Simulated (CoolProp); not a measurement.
The fluid at 444.77 K and 3.48 MPa flows at 1.1 m/s in a round tube of 1 mm bore and 15 µm roughness, fully developed (64/Re and Nu = 3.66 if laminar; Colebrook and Gnielinski if turbulent). The same conditions are run with several fluids, on thermodynamics alone (safety and materials aside).

The numbers come from the reference Helmholtz-energy equation of state of each fluid (methanol: de Reuck 1993; water: Wagner 2002; benzene: Thol 2012) in CoolProp.

Q: Rank methanol, water, benzene by Reynolds number, highest first.

A: water (6220), methanol (5940), benzene (5110)

| fluid | Darcy friction factor | pressure drop (Pa/m) | heat-transfer coefficient (W/(m² K)) | mass flow (kg/h) |
|---|---|---|---|---|
| methanol | 0.0504 | 18800 | 7540 | 1.91 |
| water | 0.0502 | 27200 | 22300 | 2.79 |
| benzene | 0.0514 | 22000 | 3910 | 2.20 |

Transport values come from each fluid's own correlations.
